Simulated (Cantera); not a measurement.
Input (Python, Cantera) and output of one run.

```python
import numpy as np
import cantera as ct

gas_names = [...]  # 91 gases of nasa_gas.yaml made of C, Cl, H
cond_names = """
    C(gr) C6H6(L) C7H8(L) C8H18(L),n-octa
""".split()


# ... load() reads the species with a 1 bar reference pressure and builds the phases ...
atoms = {
    'CCl4': {'C': 1, 'CL': 4},
    'CH4': {'C': 1, 'H': 4},
    'H2': {'H': 2},
}
top_T = {'C(gr)': 4500}  # K; cautious upper limits of use, not melting points


# ... equilibrate(T, P, feed) seeds the gas with the atoms and calls Mixture.equilibrate('TP', solver="vcs", rtol=1e-11, max_steps=5000) ...
results = []
feed = {'CCl4': 1, 'CH4': 0.05, 'H2': 9.8}  # mol
T = 1423.15  # K
P = 19  # Pa
mix = equilibrate(T, P, feed)
results.append((T, P, feed, dict(zip(mix.species_names, mix.species_moles))))
print(gas.report(threshold=0.001))
for i in range(1, mix.n_phases):
    print(f"{mix.phase(i).name:16s} {mix.phase_moles(i):12.5e} mol")
```

It prints:

```
       temperature   1423.2 K
          pressure   19 Pa
           density   2.1821e-05 kg/m^3
  mean mol. weight   13.589 kg/kmol
   phase of matter   gas

                          1 kg             1 kmol
                     ---------------   ---------------
          enthalpy         2.431e+05        3.3036e+06  J
   internal energy       -6.2763e+05       -8.5291e+06  J
           entropy             20090        2.7301e+05  J/K
    Gibbs function       -2.8347e+07       -3.8522e+08  J
 heat capacity c_p            2399.1             32602  J/K
 heat capacity c_v            1787.3             24288  J/K

                      mass frac. Y      mole frac. X     chem. pot. / RT
                     ---------------   ---------------   ---------------
               HCL            0.9011           0.33588           -42.707
                H2           0.09844           0.66356            -27.43
     [  +89 minor]        0.00045941        0.00055903

C(gr)             1.04994e+00 mol
```

Method: chemical equilibrium by Gibbs-energy minimisation in Cantera with the NASA 1993 tables (ideal gas, pure condensed phases).
